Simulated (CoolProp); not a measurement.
Values from CoolProp's reference Helmholtz-energy equation of state, Thol 2015.

Task: Give the vapour pressure (kPa), liquid density (kg/m³), vapour density (kg/m³), enthalpy of vaporisation (kJ/kg) of saturated octamethylcyclotetrasiloxane (D4) at 402.1, 455.4 K.

Result: 
| T (K) | p (kPa) | liquid density (kg/m³) | vapour density (kg/m³) | enthalpy of vaporisation (kJ/kg) |
|---|---|---|---|---|
| 402.1 | 25.7 | 827 | 2.35 | 148 |
| 455.4 | 119 | 756 | 10.2 | 128 |
